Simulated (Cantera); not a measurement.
Feed: 1 mol B, 2.9 mol O2, equilibrated at 75.0 Torr.

These are equilibrium values from Cantera (NASA tables, ideal gas, pure condensed phases), not measurements of a reactor. Candidate condensed phases: B, B2O3; 10 gas species. The numbers say what is thermodynamically allowed, not how fast it happens.

log p: log10 of the partial pressure in bar; n: condensed amount in mol.

| T (°C) | log p O2 | log p B2O3 | log p BO2 | log p O | log p BO | log p B2O2 | n B2O3(l) |
|---|---|---|---|---|---|---|---|
| 1450 | -1.01 | -2.95 | -3.74 | -4.75 | -8.11 | -10.68 | 0.474 |
| 1475 | -1.01 | -2.79 | -3.60 | -4.64 | -7.85 | -10.35 | 0.462 |
| 1500 | -1.01 | -2.63 | -3.47 | -4.53 | -7.60 | -10.03 | 0.445 |
| 1525 | -1.02 | -2.48 | -3.34 | -4.43 | -7.35 | -9.72 | 0.420 |
| 1550 | -1.02 | -2.33 | -3.21 | -4.33 | -7.11 | -9.41 | 0.386 |
| 1575 | -1.03 | ___ | ___ | ___ | ___ | ___ | ___ |
| 1600 | -1.05 | -2.04 | -2.97 | -4.15 | -6.65 | -8.83 | 0.271 |
| 1625 | -1.07 | -1.91 | -2.86 | -4.07 | -6.42 | -8.54 | 0.174 |
| 1650 | -1.09 | -1.77 | -2.75 | -3.99 | -6.20 | -8.26 | 0.0325 |
| 1675 | -1.10 | -1.75 | -2.69 | ___ | ___ | ___ | 0 |
| 1700 | -1.10 | -1.75 | -2.65 | -3.81 | -5.91 | -7.98 | 0 |
| 1725 | -1.10 | -1.76 | -2.60 | -3.73 | -5.78 | -7.85 | 0 |
| 1750 | -1.10 | -1.76 | -2.56 | -3.65 | -5.65 | -7.73 | 0 |
| 1775 | -1.10 | -1.76 | -2.52 | -3.57 | -5.52 | -7.62 | 0 |

Task: Complete the blanks.

Result: 
- 1675, log p O: -3.90
- 1675, log p BO: -6.05
- 1675, log p B2O2: -8.10
- 1575, log p B2O3: -2.18
- 1575, log p BO2: -3.09
- 1575, log p O: -4.24
- 1575, log p BO: -6.88
- 1575, log p B2O2: -9.12
- 1575, n B2O3(l): 0.339
